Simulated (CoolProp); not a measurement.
The numbers come from the reference Helmholtz-energy equation of state, Lemmon 2006 in CoolProp. It is a short technical equation, of lower accuracy than the large ones.

Give the vapour pressure (MPa), enthalpy of vaporisation (kJ/kg), vapour Z, liquid viscosity (µPa s) of saturated toluene at 81.45, 104.35, 150.05 °C.


| T (°C) | p (MPa) | enthalpy of vaporisation (kJ/kg) | vapour Z | liquid viscosity (µPa s) |
|---|---|---|---|---|
| 81.45 | 0.0409 | 379 | 0.979 | 313 |
| 104.35 | 0.0846 | 365 | 0.964 | 261 |
| 150.05 | 0.276 | 333 | 0.919 | 189 |

Viscosity comes from a separate model (Avgeri 2015).
